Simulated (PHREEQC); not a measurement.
Dissolve 11 mmol/kgw Rb2SO4 and 4.3 mmol/kgw CaBr2 at 25 °C. Closed to the air; pH follows from the charge balance.

Equilibrium calculation in PHREEQC: ion-association model, wateq4f.dat.

Each row changes one thing in this solution. Precipitation was switched off in this run.

```json
[
 {"case": "as made", "pH": "7.07", "ionic strength (mol/kgw)": "0.0404"},
 {"case": "CaBr2 left out", "pH": "7.09", "ionic strength (mol/kgw)": "0.0330"},
 {"case": "CaBr2 replaced by Ca(NO3)2 at the same molality", "pH": "7.07", "ionic strength (mol/kgw)": "0.0404"},
 {"case": "diluted 5-fold with water", "pH": "7.02", "ionic strength (mol/kgw)": "0.00862"},
 {"case": "Rb2SO4 from 0.011 to 0.11 mol/kgw", "pH": "7.26", "ionic strength (mol/kgw)": "(withheld)"},
 {"case": "Rb2SO4 replaced by FeSO4 at the same molality", "pH": "6.00", "ionic strength (mol/kgw)": "(withheld)"},
 {"case": "Rb2SO4 left out", "pH": "6.99", "ionic strength (mol/kgw)": "0.0129"},
 {"case": "diluted 100-fold with water", "pH": "7.00", "ionic strength (mol/kgw)": "0.000456"}
]
```

What belongs in the gaps?


- Rb2SO4 from 0.011 to 0.11 mol/kgw, ionic strength (mol/kgw): 0.333
- Rb2SO4 replaced by FeSO4 at the same molality, ionic strength (mol/kgw): 0.0420

Species that the database lacks are ignored.
